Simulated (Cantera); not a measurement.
Feed: 1 mol CH₃SiCl₃, 0.72 mol C₂H₄, 46 mol H₂, at 2450 K and 95000 Pa.

Method: chemical equilibrium by Gibbs-energy minimisation in Cantera with the NASA 1993 tables (ideal gas, pure condensed phases). Candidate condensed phases: C, C₆H₆, C₇H₈, C₈H₁₈, Si, SiC; 109 gas species. The feed counts by its element totals alone. The tables' values for SiCl are old estimates; treat these amounts as uncertain. Gases not in the tables: Si₂H₆ and higher silanes. Rates play no part.

Base state: H₂ 0.913, HCl 0.0555, H 0.0197, C₂H₂ (acetylene) 0.00797, SiCl₂ 0.00110, Cl 0.000850, Si 0.000725, SiCl 0.000207 (mole fractions); condensed: C(graphite) + SiC(s).

Q: What changes in the equilibrium state with this change: CH₃SiCl₃ replaced by SiH₂Cl₂?

A: 
```tsv
species	before	after
H₂	0.913	0.934
HCl	0.0555	0.0380
H	0.0197	0.0199
C₂H₂ (acetylene)	0.00797	0.00534
Si	0.000725	0.000895
C₄H₂	2.86e-5	1.26e-5
SiCl₂	0.00110	0.000623
C₂H	1.11e-5	7.35e-6
Cl	0.000850	0.000575
SiH₂	0.000165	0.000208
C(graphite), mol	0.728	0
SiC(s), mol	0.860	0.874
```

Q: What changes in the equilibrium state with this change: temperature from 2450 K to 1598.15 K?

A: 
```json
[
 {"species": "H₂", "before": "0.913", "after": "0.939"},
 {"species": "HCl", "before": "0.0555", "after": "0.0592"},
 {"species": "CH₄", "before": "0.000129", "after": "0.00138"},
 {"species": "H", "before": "0.0197", "after": "5.30e-5"},
 {"species": "C₂H₂ (acetylene)", "before": "0.00797", "after": "2.53e-5"},
 {"species": "SiCl₂", "before": "0.00110", "after": "0.000134"},
 {"species": "Si", "before": "0.000725", "after": "1.03e-9"},
 {"species": "SiC₂", "before": "0.000162", "after": "<1e-9"},
 {"species": "Si₂C", "before": "9.09e-5", "after": "<1e-9"},
 {"species": "SiH", "before": "0.000193", "after": "2.14e-9"},
 {"species": "C(graphite), mol", "before": "0.728", "after": "1.38"},
 {"species": "SiC(s), mol", "before": "0.860", "after": "0.992"}
]
```
The tables' values for SiCl₃ are old estimates; treat these amounts as uncertain.
